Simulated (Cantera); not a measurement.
**Thermodynamics of silicon oxide and oxynitride deposition, feed TEOS + CO2 + N2**

Input: 1 mol TEOS, 0.44 mol CO2, 200 mol N2, at 0.133 bar.

These are equilibrium values from Cantera (NASA tables, ideal gas, pure condensed phases), not measurements of a reactor. Candidate condensed phases: C, C6H6, C7H8, C8H18, H2O, Si, SiC, SiO2, Si2N2O, Si3N4; 151 gas species. The feed counts by its element totals alone. N2 is the only nitrogen source here; it is nearly inert below about 1500 K, so the nitride shown seldom forms there in practice. Mutual solubility and eutectic melting of coexisting phases are not modelled. The numbers say what is thermodynamically allowed, not how fast it happens.

From 475 °C to 550 °C the condensed part is C(graphite) + SiO2(α-quartz). From 625 °C to 775 °C the condensed part is C(graphite) + SiO2(β-quartz). At 850 °C the condensed part is C(graphite) + SiO2(β-quartz) + Si2N2O(s). From 925 °C to 1300 °C the condensed part is C(graphite) + Si2N2O(s). At 1375 °C the condensed part is C(graphite) + SiC(s) + Si2N2O(s).

```csv
T (°C),x N2,x H2,x CO,x H2O,x CO2,n C(graphite),n SiO2(α-quartz),n SiO2(β-quartz),n Si2N2O(s),n SiC(s)
475,0.945,0.0426,0.00558,0.00306,0.00249,6.56,1.00,0,0,0
550,0.941,0.0456,0.0111,0.000894,0.000785,5.86,1.00,0,0,0
625,0.940,0.0466,0.0131,0.000205,0.000134,5.61,0,1.00,0,0
700,0.940,0.0469,0.0134,5.22e-5,2.41e-5,5.57,0,1.00,0,0
775,0.940,0.0469,0.0135,1.58e-5,5.39e-6,5.56,0,1.00,0,0
850,0.938,0.0469,0.0147,6.08e-6,1.74e-6,5.30,0,0.828,0.0862,0
925,0.933,0.0467,0.0205,3.39e-6,1.09e-6,4.06,0,0,0.500,0
1000,0.933,0.0467,0.0205,1.52e-6,4.02e-7,4.05,0,0,0.500,0
1075,0.933,0.0467,0.0205,7.44e-7,1.67e-7,4.05,0,0,0.500,0
1150,0.933,0.0467,0.0205,3.93e-7,7.61e-8,4.03,0,0,0.500,0
1225,0.933,0.0466,0.0205,2.22e-7,3.78e-8,4.01,0,0,0.500,0
1300,0.933,0.0466,0.0205,1.32e-7,2.01e-8,3.98,0,0,0.498,0
1375,0.931,0.0463,0.0216,8.67e-8,1.26e-8,3.20,0,0,0.244,0.497
```
x: gas mole fraction; n: condensed amount in mol.
